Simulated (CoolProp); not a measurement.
A Linde-Hampson liquefier for ethane: isothermal reversible compression at 320 K from 1 atm to 30 MPa, throttling to 1 atm, return gas leaving the recuperator 10 K below the feed. Each further row changes one setting.

The numbers come from the reference Helmholtz-energy equation of state, Bücker 2006 in CoolProp.

```tsv
case	liquid yield per pass	compression work (kJ/kg of gas)
as stated	___	390
high pressure 60 MPa	___	457
warm-end temperature 350 K	0.377	457
warm-end gap 15 K	___	390
```

**Question.** Some entries are withheld; supply them.

**Answer.** 
- as stated, liquid yield per pass: 0.453
- high pressure 60 MPa, liquid yield per pass: 0.424
- warm-end gap 15 K, liquid yield per pass: 0.446
